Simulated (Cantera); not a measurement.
Input: 1 mol borazine, 36 mol H₂, at 10.0 mbar.

Method: chemical equilibrium by Gibbs-energy minimisation in Cantera with the NASA 1993 tables (ideal gas, pure condensed phases). Candidate condensed phases: B, BN; 15 gas species. The feed counts by its element totals alone. Mutual solubility and eutectic melting of coexisting phases are not modelled. The tables' values for BH₂ are old estimates; treat these amounts as uncertain. The numbers say what is thermodynamically allowed, not how fast it happens.

x: gas mole fraction; n: condensed amount in mol.

| T (°C) | x H₂ | x H | x N₂ | x BH₂ | n BN(s) | n B(s) |
|---|---|---|---|---|---|---|
| 1052 | 1.000 | 1.64e-5 | … | 1.95e-7 | 3.00 | 0 |
| 1102 | 1.000 | 3.43e-5 | … | 5.27e-7 | 3.00 | 0 |
| 1152 | 1.000 | 6.82e-5 | … | 1.32e-6 | 3.00 | 0 |
| 1202 | 1.000 | 0.000130 | … | 3.10e-6 | 3.00 | 0 |
| 1252 | 1.000 | 0.000237 | … | 6.87e-6 | 3.00 | 0 |
| 1302 | 1.000 | 0.000415 | … | 1.44e-5 | 3.00 | 0 |
| 1352 | 0.999 | 0.000705 | … | 2.89e-5 | 3.00 | 0 |
| 1402 | 0.999 | 0.00116 | … | 4.98e-5 | 3.00 | 0.000779 |
| 1452 | 0.998 | 0.00186 | … | 7.43e-5 | 2.99 | 0.00486 |

**Question.** What belongs in the gaps?

**Answer.** 
- 1052, x N₂: 1.15e-7
- 1102, x N₂: 2.98e-7
- 1152, x N₂: 7.23e-7
- 1202, x N₂: 1.66e-6
- 1252, x N₂: 3.62e-6
- 1302, x N₂: 7.52e-6
- 1352, x N₂: 1.49e-5
- 1402, x N₂: 3.56e-5
- 1452, x N₂: 0.000100
